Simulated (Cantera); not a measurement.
An adiabatic, constant-pressure homogeneous reactor starts with CH4 : O2 : N2 = 1 : 2.5 : 9.4 (molar parts), equivalence ratio 0.80, at 1575 K and 5.00 bar. Integrator tolerance rtol = 1e-08.

Model: GRI-Mech 3.0 (53 species, 325 reactions), integrated in Cantera.

```json
[
 {"quantity": "time of steepest temperature rise", "before": "0.154 ms", "after": "1.70 ms"},
 {"quantity": "temperature at 0.400 s", "before": "2786 K", "after": "2602 K"},
 {"quantity": "equilibrium temperature", "before": "2786 K", "after": "2602 K"},
 {"quantity": "x(CH4) at 0.400 s", "before": "<1e-12 (gas-phase equilibrium <1e-12)", "after": "<1e-12 (gas-phase equilibrium <1e-12)"},
 {"quantity": "x(O2) at 0.400 s", "before": "0.0377 (gas-phase equilibrium 0.0377)", "after": "0.0431 (gas-phase equilibrium 0.0431)"},
 {"quantity": "x(CO) at 0.400 s", "before": "0.0189 (gas-phase equilibrium 0.0189)", "after": "0.0277 (gas-phase equilibrium 0.0277)"},
 {"quantity": "x(NO2) at 0.400 s", "before": "9.36e-6 (gas-phase equilibrium 9.36e-6)", "after": "2.16e-6 (gas-phase equilibrium 2.16e-6)"},
 {"quantity": "x(C2H4) at 0.400 s", "before": "<1e-12 (gas-phase equilibrium <1e-12)", "after": "<1e-12 (gas-phase equilibrium <1e-12)"}
]
```

Task: Name the change that produced these shifts.
A. pressure from 5.00 bar to 2.80 bar
B. pressure from 5.00 bar to 0.260 bar
C. N2 9.4 to 22 parts
D. CH4 1 to 2.2 parts

Result: B, pressure from 5.00 bar to 0.260 bar
